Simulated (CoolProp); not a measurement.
Vapour-liquid equilibrium of carbon dioxide (1) + R124 (2) at 0.533 MPa; x and y are mole fractions of (1).

Values from CoolProp's multi-fluid Helmholtz-energy mixture model, Span 1996 and de Vries 1995; pair parameters Bell 2016.

```tsv
x	bubble temperature, mixture model (°C)	bubble temperature, Raoult's law (°C)	y, mixture model	y, Raoult's law
0.05	(withheld)	16.0	0.388	0.489
0.125	(withheld)	-2.8	0.687	0.759
0.2	-11.1	-14.8	0.819	0.865
0.275	-20.0	-23.3	0.885	0.916
0.35	(withheld)	-29.8	0.922	0.945
0.425	-32.2	-34.9	0.946	0.963
0.5	(withheld)	-39.1	0.962	0.974
0.575	-40.7	-42.6	0.973	0.982
0.65	-44.1	-45.7	0.982	0.987
0.725	(withheld)	-48.4	0.988	0.992
0.8	(withheld)	-50.7	(withheld)	0.995
0.875	-52.4	-52.8	0.996	0.997
0.95	-54.6	-54.7	0.999	0.999
```

Task: Some entries are withheld; supply them.

Result: 
- 0.05, bubble temperature, mixture model (°C): 19.8
- 0.125, bubble temperature, mixture model (°C): 1.4
- 0.35, bubble temperature, mixture model (°C): -26.8
- 0.5, bubble temperature, mixture model (°C): -36.7
- 0.725, bubble temperature, mixture model (°C): -47.2
- 0.8, bubble temperature, mixture model (°C): -49.9
- 0.8, y, mixture model: 0.993

The largest gap from Raoult's law is +4.2 K in bubble temperature, at x = 0.125. No azeotrope shows between x = 0.05 and 0.95.

The pair parameters rest on a limited set of measurements; away from them the model extrapolates.
